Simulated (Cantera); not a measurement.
Cantera run:

```python
import numpy as np
import cantera as ct

gas_names = """
    CL CL2 H HCL H2 N NH NH2 NH3 N2 N2H2 N2H4 Si SiCL SiCL2 SiCL3 SiCL4 SiH SiHCL3 SiH2 SiH2CL2 SiH3
    SiH3CL SiH4 SiN Si2 Si2N Si3
""".split()
cond_names = """
    NH4CL(a) NH4CL(b) Si(cr) Si(L) Si3N4(a)
""".split()


# ... load() reads the species with a 1 bar reference pressure and builds the phases ...
atoms = {
    'SiHCl3': {'Si': 1, 'H': 1, 'CL': 3},
    'NH3': {'N': 1, 'H': 3},
    'N2': {'N': 2},
}
top_T = {'Si3N4(a)': 2400}  # K; cautious upper limits of use, not melting points


# ... equilibrate(T, P, feed) seeds the gas with the atoms and calls Mixture.equilibrate('TP', solver="vcs", rtol=1e-11, max_steps=5000) ...
results = []
T = 1250  # K
P = 480  # Pa
for m in [1.1, 1.4, 1.7, 2, 2.5, 3.1, 3.8, 4.6, 5.7, 7, 8.6, 11, 13]:
    feed = {'SiHCl3': 1, 'NH3': 0.17, 'N2': m}  # mol
    mix = equilibrate(T, P, feed)
    results.append((T, P, feed, dict(zip(mix.species_names, mix.species_moles))))
    x = sorted(zip(gas.X, gas.species_names), reverse=True)
    print(f"T = {T:g} K  P = {P:g} Pa  n(N2) = {m:g} mol  gas = {mix.phase_moles(0):.4g} mol")
    print("   x: " + "  ".join(f"{s} {v:.3e}" for v, s in x if v > 0.001))
    print("   condensed (mol): " + ("  ".join(f"{mix.phase(i).name} {mix.phase_moles(i):.4g}"
          for i in range(1, mix.n_phases) if mix.phase_moles(i) > 1e-12) or "none"))
```

Output:

```
T = 1250 K  P = 480 Pa  n(N2) = 1.1 mol  gas = 2.646 mol
   x: HCL 3.980e-01  N2 3.241e-01  SiCL4 1.679e-01  H2 8.573e-02  SiCL3 1.430e-02  SiCL2 8.713e-03  SiHCL3 1.287e-03
   condensed (mol): Si3N4(a) 0.1638
T = 1250 K  P = 480 Pa  n(N2) = 1.4 mol  gas = 2.948 mol
   x: N2 3.911e-01  HCL 3.663e-01  SiCL4 1.488e-01  H2 7.248e-02  SiCL3 1.265e-02  SiCL2 7.703e-03  SiHCL3 1.047e-03
   condensed (mol): Si3N4(a) 0.1662
T = 1250 K  P = 480 Pa  n(N2) = 1.7 mol  gas = 3.249 mol
   x: N2 4.460e-01  HCL 3.387e-01  SiCL4 1.335e-01  H2 6.260e-02  SiCL3 1.141e-02  SiCL2 6.983e-03
   condensed (mol): Si3N4(a) 0.1679
T = 1250 K  P = 480 Pa  n(N2) = 2 mol  gas = 3.551 mol
   x: N2 4.918e-01  HCL 3.146e-01  SiCL4 1.210e-01  H2 5.494e-02  SiCL3 1.043e-02  SiCL2 6.435e-03
   condensed (mol): Si3N4(a) 0.1693
T = 1250 K  P = 480 Pa  n(N2) = 2.5 mol  gas = 4.053 mol
   x: N2 5.534e-01  HCL 2.812e-01  SiCL4 1.045e-01  H2 4.538e-02  SiCL3 9.166e-03  SiCL2 5.752e-03
   condensed (mol): Si3N4(a) 0.1711
T = 1250 K  P = 480 Pa  n(N2) = 3.1 mol  gas = 4.656 mol
   x: N2 6.099e-01  HCL 2.493e-01  SiCL4 8.979e-02  H2 3.727e-02  SiCL3 8.046e-03  SiCL2 5.161e-03
   condensed (mol): Si3N4(a) 0.1728
T = 1250 K  P = 480 Pa  n(N2) = 3.8 mol  gas = 5.358 mol
   x: N2 6.600e-01  HCL 2.202e-01  SiCL4 7.699e-02  H2 3.059e-02  SiCL3 7.075e-03  SiCL2 4.654e-03
   condensed (mol): Si3N4(a) 0.1742
T = 1250 K  P = 480 Pa  n(N2) = 4.6 mol  gas = 6.161 mol
   x: N2 7.035e-01  HCL 1.944e-01  SiCL4 6.611e-02  H2 2.519e-02  SiCL3 6.244e-03  SiCL2 4.222e-03
   condensed (mol): Si3N4(a) 0.1755
T = 1250 K  P = 480 Pa  n(N2) = 5.7 mol  gas = 7.264 mol
   x: N2 7.477e-01  HCL 1.675e-01  SiCL4 5.524e-02  H2 2.005e-02  SiCL3 5.403e-03  SiCL2 3.782e-03
   condensed (mol): Si3N4(a) 0.1768
T = 1250 K  P = 480 Pa  n(N2) = 7 mol  gas = 8.567 mol
   x: N2 7.855e-01  HCL 1.441e-01  SiCL4 4.616e-02  H2 1.597e-02  SiCL3 4.683e-03  SiCL2 3.401e-03
   condensed (mol): Si3N4(a) 0.1779
T = 1250 K  P = 480 Pa  n(N2) = 8.6 mol  gas = 10.17 mol
   x: N2 8.187e-01  HCL 1.231e-01  SiCL4 3.830e-02  H2 1.261e-02  SiCL3 4.043e-03  SiCL2 3.055e-03
   condensed (mol): Si3N4(a) 0.179
T = 1250 K  P = 480 Pa  n(N2) = 11 mol  gas = 12.58 mol
   x: N2 8.529e-01  HCL 1.011e-01  SiCL4 3.041e-02  H2 9.423e-03  SiCL3 3.377e-03  SiCL2 2.685e-03
   condensed (mol): Si3N4(a) 0.18
T = 1250 K  P = 480 Pa  n(N2) = 13 mol  gas = 14.58 mol
   x: N2 8.728e-01  HCL 8.811e-02  SiCL4 2.589e-02  H2 7.692e-03  SiCL3 2.982e-03  SiCL2 2.459e-03
   condensed (mol): Si3N4(a) 0.1807
```

These are equilibrium values from Cantera (NASA tables, ideal gas, pure condensed phases), not measurements of a reactor. The tables' values for SiCl3 are old estimates; treat these amounts as uncertain.
